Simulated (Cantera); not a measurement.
Mixture: CH₄ : C₂H₆ : O₂ : N₂ = 1 : 0.17 : 1.3 : 4.88 (molar parts), equivalence ratio 2.0, at 101000 Pa, adiabatic and at constant pressure. Ignition delay is the time to a rise of 400 K.

Detailed kinetics in Cantera: GRI-Mech 3.0 (53 species, 325 reactions).

What does this change do: pressure from 101000 Pa to 1600000 Pa?


```
quantity                                                before       after
--------------------------------------------------  ----------  ----------
delay at 1000 K                                        0.101 s     12.3 ms
delay at 1100 K                                        15.5 ms     1.99 ms
delay at 1200 K                                        3.85 ms    0.487 ms
delay at 1300 K                                        1.35 ms    0.165 ms
delay at 1400 K                                       0.543 ms     68.8 µs
delay at 1500 K                                       0.234 ms     31.8 µs
apparent activation energy between 1300 and 1500 K  140 kJ/mol  130 kJ/mol
```
The pressure lies above the range GRI-Mech 3.0 was tuned for (to about 10 atm).

What does this change do: constant volume in place of constant pressure?


```
quantity                                                before       after
--------------------------------------------------  ----------  ----------
delay at 1000 K                                        0.101 s     96.3 ms
delay at 1100 K                                        15.5 ms     14.6 ms
delay at 1200 K                                        3.85 ms     3.57 ms
delay at 1300 K                                        1.35 ms     1.22 ms
delay at 1400 K                                       0.543 ms    0.483 ms
delay at 1500 K                                       0.234 ms    0.204 ms
apparent activation energy between 1300 and 1500 K  140 kJ/mol  150 kJ/mol
```

What does this change do: pressure from 101000 Pa to 500000 Pa?


| quantity | before | after |
|---|---|---|
| delay at 1000 K | 0.101 s | 29.0 ms |
| delay at 1100 K | 15.5 ms | 4.70 ms |
| delay at 1200 K | 3.85 ms | 1.19 ms |
| delay at 1300 K | 1.35 ms | 0.414 ms |
| delay at 1400 K | 0.543 ms | 0.172 ms |
| delay at 1500 K | 0.234 ms | 77.0 µs |
| apparent activation energy between 1300 and 1500 K | 140 kJ/mol | 140 kJ/mol |
